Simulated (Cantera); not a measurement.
Input (Python, Cantera):

```python
import numpy as np
import cantera as ct

gas = ct.Solution("h2o2.yaml")
gas.TPX = 723, 410000, {'H2': 1, 'O2': 0.833, 'N2': 3}
flame = ct.FreeFlame(gas, width=0.015)
flame.set_refine_criteria(ratio=3, slope=0.08, curve=0.16)
flame.transport_model = "mixture-averaged"
flame.solve(loglevel=0, auto=True)
z, T = flame.grid, flame.T
thick = (T[-1] - T[0]) / np.gradient(T, z).max()
show = ['H2', 'O2', 'O', 'H2O', 'OH', 'H']
print(f"laminar burning velocity  {flame.velocity[0] * 100:.3f} cm/s")
print(f"burnt temperature         {T[-1]:.1f} K")
print(f"thermal thickness         {thick * 1e3:.4f} mm")
print(f"grid points               {len(z)}")
z0 = z[flame.heat_release_rate.argmax()]
print(f"{'z/mm':>9s}{'T/K':>9s}{'u/(m/s)':>9s}" + "".join(f"{s:>11s}" for s in show))
rows = []
for k in (-3, -2, -1.5, -1, -0.5, -0.25, 0, 0.25, 0.5, 1, 2, 4, 8):
    zz = z0 + k * thick
    rows.append([k * thick, np.interp(zz, z, T), np.interp(zz, z, flame.velocity),
                 *(np.interp(zz, z, flame.X[gas.species_index(s)]) for s in show)])
    print(f"{rows[-1][0] * 1e3:9.3f}{rows[-1][1]:9.1f}{rows[-1][2]:9.3f}" + "".join(f"{x:11.3e}" for x in rows[-1][3:]))
```

It prints:

```
laminar burning velocity  582.950 cm/s
burnt temperature         2202.8 K
thermal thickness         0.0767 mm
grid points               102
     z/mm      T/K  u/(m/s)         H2         O2          O        H2O         OH          H
   -0.230    723.0    5.829  2.069e-01  1.724e-01  2.096e-13  6.980e-09  1.427e-14  3.799e-14
   -0.153    723.0    5.828  2.067e-01  1.724e-01  2.394e-11  1.650e-07  1.637e-12  5.163e-12
   -0.115    723.1    5.826  2.062e-01  1.725e-01  1.039e-09  2.006e-06  7.238e-11  3.445e-10
   -0.077    724.2    5.817  2.036e-01  1.731e-01  8.620e-08  4.648e-05  1.222e-08  1.270e-07
   -0.038    781.9    6.140  1.813e-01  1.751e-01  2.867e-05  4.813e-03  9.879e-05  1.606e-04
   -0.019   1014.7    7.746  1.395e-01  1.672e-01  5.863e-04  3.405e-02  9.844e-04  2.487e-03
    0.000   1373.6   10.265  7.843e-02  1.362e-01  3.929e-03  1.003e-01  3.965e-03  9.716e-03
    0.019   1647.2   12.213  3.412e-02  1.010e-01  8.344e-03  1.599e-01  9.137e-03  1.366e-02
    0.038   1804.0   13.319  1.738e-02  8.492e-02  9.677e-03  1.862e-01  1.245e-02  1.175e-02
    0.077   1958.7   14.370  9.645e-03  7.795e-02  7.696e-03  2.021e-01  1.372e-02  6.635e-03
    0.153   2078.2   15.147  5.479e-03  7.649e-02  4.339e-03  2.124e-01  1.198e-02  2.605e-03
    0.307   2151.7   15.612  2.527e-03  7.653e-02  1.962e-03  2.196e-01  8.813e-03  7.604e-04
    0.614   2187.4   15.833  1.048e-03  7.703e-02  8.205e-04  2.236e-01  5.961e-03  1.999e-04
```

Cantera simulation using the H2/O2 subset of GRI-Mech 3.0, which has no nitrogen chemistry; the numbers are that mechanism's predictions, not measurements. The hydrogen kinetics of GRI-Mech 3.0 are dated; newer H2 mechanisms differ, most at raised pressure. Burning velocities carry a grid error of a few per cent, more on coarse grids. Lean hydrogen flames are cellular in practice and burn faster than this planar one.
